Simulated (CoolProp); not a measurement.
Saturation properties of c-C4F8 (RC318).

The numbers come from the reference Helmholtz-energy equation of state, Platzer 1990 in CoolProp. This equation is an older, rougher fit; its heat capacities, sound speeds and derivatives of the liquid may be far off and weren't checked against measurements.

```
T (K)  p (MPa)  liquid density (kg/m³)  surface tension (mN/m)  liquid viscosity (µPa s)  vapour viscosity (µPa s)  liquid conductivity (mW/(m K))
-----  -------  ----------------------  ----------------------  ------------------------  ------------------------  ------------------------------
302.3   0.3561                    1481                    7.71                       341                      11.1                            64.1
308.6   0.4308                    1455                    7.01                       311                      11.5                            62.4
315     0.5183                    1427                    6.32                       283                      11.9                            60.7
321.3   0.6167                    1398                    5.65                       259                      12.3                            58.9
327.6   0.7286                    1368                    4.99                       236                      12.8                            57.1
334     0.8570                    1336                    4.34                       214                      13.3                            55.3
340.3   0.9992                    1302                    3.72                       195                      13.8                            53.4
346.7    1.161                    1265                    3.11                       176                      14.5                            51.5
353      1.339                    1225                    2.54                       159                      15.2                            49.6
```

It boils at 267.2 K under 1 atm.

Viscosity comes from a separate model (Huber 2003), an estimate that may be off by 10 % or more. Thermal conductivity comes from a separate model (Huber 2003), an estimate that may be off by 10 % or more. Surface tension comes from a separate correlation (Mulero 2012).
